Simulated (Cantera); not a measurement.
Predominance diagram of Li at 1825 K against the partial pressures of O2 and H2O (log10, bar). Standard-state values (1 bar) from the NASA 1993 polynomials, evaluated with Cantera. Candidates: Li(l), LiH(l), LiOH(l), Li2O(s). Only these pure phases compete in this equilibrium. Not in the tables: the peroxide.

### Question
Which phase is stable at these pairs, and which metal-bearing vapour leads over it? (-5.9, 0.2); (-2.4, -0.6); (-3.6, -0.6); (-3.6, -7); (-6.4, 1); (-1.9, -5.4); (-1.3, -1.4)

### Answer
| log p(O2) | log p(H2O) | phase | chief vapour | log p (bar) |
|---|---|---|---|---|
| -5.9 | 0.2 | Li2O(s) | LiOH | -0.3 |
| -2.4 | -0.6 | Li2O(s) | LiOH | -0.7 |
| -3.6 | -0.6 | Li2O(s) | LiOH | -0.7 |
| -3.6 | -7 | Li2O(s) | Li2O | -3.2 |
| -6.4 | 1 | LiOH(l) | LiOH | -0.2 |
| -1.9 | -5.4 | Li2O(s) | LiOH | -3.1 |
| -1.3 | -1.4 | Li2O(s) | LiOH | -1.1 |
